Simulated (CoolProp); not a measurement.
20 sccm (0 °C, 1 atm) of nitrogen bubbles through liquid isohexane at 315.4 K and leaves saturated at a total pressure of 0.15 MPa (ideal gas phase). Each further row changes one setting.

Model: reference Helmholtz-energy equation of state, Lemmon 2006, in CoolProp. It is a short technical equation, of lower accuracy than the large ones.

```csv
case,vapour pressure (kPa),mole fraction of vapour,delivery (mg/min),delivery (sccm),change of delivery for a bath 1 K warmer (%)
as stated,55.1,0.367,?,11.6,?
bath temperature 320.4 K,?,0.438,?,?,6.5
total pressure 0.3 MPa,55.1,?,17.3,4.50,4.5
```

Task: What belongs in the gaps?

Result: 
- as stated, delivery (mg/min): 44.6
- as stated, change of delivery for a bath 1 K warmer (%): 5.9
- bath temperature 320.4 K, vapour pressure (kPa): 65.8
- bath temperature 320.4 K, delivery (mg/min): 60.0
- bath temperature 320.4 K, delivery (sccm): 15.6
- total pressure 0.3 MPa, mole fraction of vapour: 0.184
